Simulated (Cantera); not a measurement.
## Premixed flame

A freely propagating, adiabatic, planar premixed flame of 7.84 % CH₄, 19.4 % O₂, 72.8 % N₂, equivalence ratio 0.81, unburnt at 700 K and 2330 Torr; mixture-averaged transport, grid criteria slope 0.08 and curve 0.16, no radiation.

Computed with Cantera and GRI-Mech 3.0 (53 species, 325 reactions). Burning velocities carry a grid error of a few per cent, more on coarse grids.

| z (mm) | T (K) | u (m/s) | x CH₄ | x O₂ | x H₂ | x O | x CO₂ | x HCN |
|---|---|---|---|---|---|---|---|---|
| -0.414 | 700 | 1.06 | 0.0783 | 0.194 | 0.000691 | <1e-8 | 7.95e-7 | <1e-8 |
| -0.276 | 705 | 1.07 | 0.0779 | 0.193 | 0.00184 | <1e-8 | 1.52e-5 | <1e-8 |
| -0.207 | 716 | 1.09 | 0.0770 | 0.192 | 0.00303 | <1e-8 | 6.58e-5 | <1e-8 |
| -0.138 | 774 | 1.18 | 0.0727 | 0.187 | 0.00521 | 4.74e-8 | 0.000487 | 2.95e-8 |
| -0.0689 | 1093 | 1.68 | 0.0517 | 0.159 | 0.00872 | 8.08e-6 | 0.00478 | 2.60e-7 |
| -0.0345 | 1447 | 2.24 | 0.0284 | 0.123 | 0.0105 | 9.72e-5 | 0.0125 | 6.53e-7 |
| 0 | 1803 | 2.80 | 0.00655 | 0.0813 | 0.0102 | 0.000860 | 0.0260 | 1.30e-6 |
| 0.0345 | 1962 | 3.04 | 0.000414 | 0.0577 | 0.00712 | 0.00286 | 0.0407 | 9.89e-7 |
| 0.0689 | 2026 | 3.13 | 1.42e-5 | 0.0496 | 0.00555 | 0.00361 | 0.0511 | 3.25e-7 |
| 0.138 | 2105 | 3.23 | 2.48e-8 | 0.0445 | 0.00459 | 0.00314 | 0.0612 | 2.81e-8 |
| 0.276 | 2186 | 3.34 | <1e-8 | 0.0411 | 0.00325 | 0.00205 | 0.0677 | <1e-8 |
| 0.552 | 2250 | 3.42 | <1e-8 | 0.0389 | 0.00189 | 0.00112 | 0.0719 | <1e-8 |
| 1.10 | 2282 | 3.46 | <1e-8 | 0.0379 | 0.00115 | 0.000666 | 0.0743 | <1e-8 |
x: mole fraction of selected species; z is measured from the peak of heat release.

| Property | Result |
|---|---|
| laminar burning velocity | 106 cm/s |
| thermal thickness | 0.138 mm |
| peak x(H₂) | 0.0109 |
| peak x(O) | 0.00362 |
| peak x(HCN) | 1.37e-6 |
| grid points | 137 |
